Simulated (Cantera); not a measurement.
**SiF4 + NO + N2 (silicon oxide and oxynitride deposition)**

A closed system holds: 1 mol SiF4, 4.5 mol NO, 27 mol N2, held at 1848.15 K and 0.170 bar.

Method: chemical equilibrium by Gibbs-energy minimisation in Cantera with the NASA 1993 tables (ideal gas, pure condensed phases). Candidate condensed phases: Si, SiO2, Si2N2O, Si3N4; 28 gas species. The tables' values for SiF3 are old estimates; treat these amounts as uncertain. Kinetics and transport are ignored.

```yaml
x(N2): 0.898
x(O2): 0.0677
x(SiF4): 0.0308
x(NO): 0.00295
x(O): 0.000120
x(F): 1.99e-5
x(SiF3): 1.40e-5
x(NO2): 1.58e-6
gas_amount: 32.50 mol
log10 activity of Si(l) (absent): -14.46
```
